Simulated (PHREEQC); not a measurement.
Make-up at 25 °C: 0.0011 mol Fe2(SO4)3 per kg of water. Closed to the air; pH follows from the charge balance.

Model: ion-association model, phreeqc.dat, run in PHREEQC.

Each row changes one thing in this solution. Precipitation was switched off in this run.

| case | pH | ionic strength (mol/kgw) | SO4-2 (mol/kgw) | HSO4- (mol/kgw) |
|---|---|---|---|---|
| as made | 3.04 | 0.00740 | 0.00199 | 0.000134 |
| diluted 2-fold with water | 3.15 | [?] | 0.00118 | [?] |
| Fe2(SO4)3 from 0.0011 to 0.00165 mol/kgw | 2.99 | [?] | 0.00270 | 0.000198 |
| temperature from 25 to 35 °C | [?] | 0.00753 | 0.00203 | 0.000196 |
| 2.4e-05 mol/kgw Sr(NO3)2 added | 3.04 | 0.00747 | 0.00199 | 0.000134 |
| Fe2(SO4)3 replaced by CaSO4 at the same molality | 7.01 | 0.00399 | 0.000997 | 7.77e-9 |
| 7.5e-05 mol/kgw NH4HF2 added | 3.05 | 0.00763 | 0.00205 | 0.000136 |

What belongs in the gaps?


- diluted 2-fold with water, ionic strength (mol/kgw): 0.00433
- diluted 2-fold with water, HSO4- (mol/kgw): 6.53e-5
- Fe2(SO4)3 from 0.0011 to 0.00165 mol/kgw, ionic strength (mol/kgw): 0.0101
- temperature from 25 to 35 °C, pH: 2.98

Some of these states are supersaturated (in Fe(OH)3(a), Hematite (slow to form), Goethite (slow to form), for instance).
